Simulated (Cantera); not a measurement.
Cantera run, input and output.

```python
import numpy as np
import cantera as ct

gas = ct.Solution("gri30.yaml")
gas.TPX = 1100, 13332, {'H2': 0.83, 'O2': 1, 'N2': 3.9}
reactor = ct.IdealGasConstPressureReactor(gas, energy="off", clone=False)
net = ct.ReactorNet([reactor])
net.rtol, net.atol = 1e-08, 1e-18
show = ['H2', 'O2', 'N2O', 'NO2', 'H', 'NO', 'OH']
times = np.geomspace(5e-06, 3, 12)

steps = ct.SolutionArray(gas, extra=["t"])
rows = []
print(f"{'t/s':>10s}{'T/K':>9s}{'P/Pa':>11s}" + "".join(f"{s:>11s}" for s in show))
for t in times:
    while net.time < t:
        t_next = net.step()
        steps.append(gas.state, t=t_next)
    rows.append([np.interp(t, steps.t, y) for y in (steps.T, steps.P, *steps(*show).X.T)])
    print(f"{t:10.3e}{rows[-1][0]:9.1f}{rows[-1][1]:11.4g}" + "".join(f"{x:11.3e}" for x in rows[-1][2:]))
rate = np.gradient(steps.T, steps.t)
print("integrator steps:", len(steps.t))
if steps.T.max() > steps.T[0] + 200:
    print(f"time of steepest temperature rise: {steps.t[rate.argmax()]:.4e} s")
gas.TPX = 1100, 13332, {'H2': 0.83, 'O2': 1, 'N2': 3.9}
gas.equilibrate("TP")
print(f"equilibrium (TP): T = {gas.T:.1f} K  " + "  ".join(f"{s} {gas[s].X[0]:.3e}" for s in show))
```

Output:

```
       t/s      T/K       P/Pa         H2         O2        N2O        NO2          H         NO         OH
 5.000e-06   1100.0  1.333e+04  1.449e-01  1.745e-01  5.046e-19  1.317e-33  1.426e-10  1.677e-24  6.014e-12
 1.676e-05   1100.0  1.333e+04  1.449e-01  1.745e-01  3.672e-18  4.534e-31  5.118e-10  6.354e-23  3.971e-11
 5.617e-05   1100.0  1.333e+04  1.449e-01  1.745e-01  6.249e-17  1.891e-28  3.202e-09  2.513e-21  3.270e-10
 1.883e-04   1100.0  1.333e+04  1.449e-01  1.745e-01  6.565e-15  1.692e-24  2.260e-07  1.885e-18  2.429e-08
 6.311e-04   1100.0  1.333e+04  5.975e-02  1.374e-01  2.259e-09  6.523e-12  4.171e-02  2.130e-07  3.539e-03
 2.115e-03   1100.0  1.333e+04  1.982e-03  1.101e-01  2.237e-08  1.099e-09  1.593e-03  3.350e-06  1.086e-03
 7.091e-03   1100.0  1.333e+04  1.234e-04  1.100e-01  2.928e-08  1.940e-08  1.447e-05  3.355e-06  2.004e-04
 2.377e-02   1100.0  1.333e+04  9.559e-06  1.100e-01  3.104e-08  4.893e-08  4.059e-07  3.326e-06  6.293e-05
 7.966e-02   1100.0  1.333e+04  9.665e-07  1.101e-01  3.174e-08  4.882e-08  2.329e-08  3.326e-06  2.500e-05
 2.670e-01   1100.0  1.333e+04  1.632e-07  1.101e-01  3.212e-08  3.180e-08  2.275e-09  3.343e-06  1.160e-05
 8.950e-01   1100.0  1.333e+04  3.813e-08  1.101e-01  3.227e-08  1.771e-08  2.947e-10  3.357e-06  5.873e-06
 3.000e+00   1100.0  1.333e+04  1.034e-08  1.101e-01  3.193e-08  1.184e-08  4.431e-11  3.363e-06  3.116e-06
integrator steps: 1679
equilibrium (TP): T = 1100.0 K  H2 1.710e-09  O2 1.100e-01  N2O 1.581e-09  NO2 4.496e-07  H 2.948e-12  NO 5.971e-05  OH 1.200e-06
```

Model: GRI-Mech 3.0 (53 species, 325 reactions), integrated in Cantera. The temperature is held fixed by assumption; the heat of reaction is taken as removed at once.
